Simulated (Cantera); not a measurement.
A closed system holds: 1 mol SiH2Cl2, 0.014 mol C2H4, 22 mol H2, at 2325 K and 47.3 Torr.

These are equilibrium values from Cantera (NASA tables, ideal gas, pure condensed phases), not measurements of a reactor. The tables' values for SiCl, SiCl3 are old estimates; treat these amounts as uncertain. Gases not in the tables: Si2H6 and higher silanes. Rates play no part.

```tsv
species	before	after
H2	0.865	0.925
HCl	0.0607	0.0605
SiCl2	0.00729	0.0111
H	0.0408	0.00248
Si	0.0184	0.000140
SiC2	2.45e-5	3.40e-9
Si2C	0.000989	2.16e-6
Si2	0.000371	1.05e-6
Si3	6.88e-5	2.40e-7
C2H2 (acetylene)	3.75e-5	3.19e-7
SiH	0.00151	3.15e-5
Si(l), mol	0.173	0.695
SiC(s), mol	0	0.0279
```
Gas species are given as mole fractions.

Task: Which change was made?
A) C2H4 from 0.014 to 0.097 mol
B) temperature from 2325 K to 2448.15 K
C) temperature from 2325 K to 1873.15 K
D) SiH2Cl2 replaced by CH3SiCl3

Result: C, temperature from 2325 K to 1873.15 K. Mutual solubility and eutectic melting of coexisting phases are not modelled
